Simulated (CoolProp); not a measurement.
Vapour-liquid equilibrium of R113 (1) + n-heptane (2) at 257.4 K; x and y are mole fractions of (1).

Model: multi-fluid Helmholtz-energy mixture model, Marx 1992 and Span 2003; pair parameters Bell 2016, in CoolProp.

```
x      bubble pressure (MPa)  y at the bubble point  dew pressure at overall composition x (MPa)  liquid density (mol/L)
-----  ---------------------  ---------------------  -------------------------------------------  ----------------------
0.05                     ___                  0.486                                    0.0005632                   7.192
0.125               0.001643                  0.713                                    0.0006085                   7.301
0.2                      ___                  0.806                                    0.0006618                   7.412
0.275                    ___                  0.857                                    0.0007252                   7.527
0.35                0.003286                  0.889                                    0.0008022                   7.645
0.425               0.003737                  0.911                                    0.0008973                   7.767
0.5                 0.004149                  0.928                                     0.001018                   7.892
0.575               0.004531                  0.941                                     0.001176                   8.021
0.65                0.004893                  0.953                                     0.001392                   8.155
0.725               0.005246                  0.963                                          ___                   8.293
0.8                 0.005599                  0.973                                     0.002192                   8.437
0.875               0.005964                  0.983                                     0.003053                   8.586
0.95                0.006350                  0.993                                     0.004802                     ___
```

What belongs in the gaps?


- 0.05, bubble pressure (MPa): 0.0009935
- 0.2, bubble pressure (MPa): 0.002243
- 0.275, bubble pressure (MPa): 0.002790
- 0.725, dew pressure at overall composition x (MPa): 0.001703
- 0.95, liquid density (mol/L): 8.742

No azeotrope shows between x = 0.05 and 0.95.

The pair parameters rest on a limited set of measurements; away from them the model extrapolates.
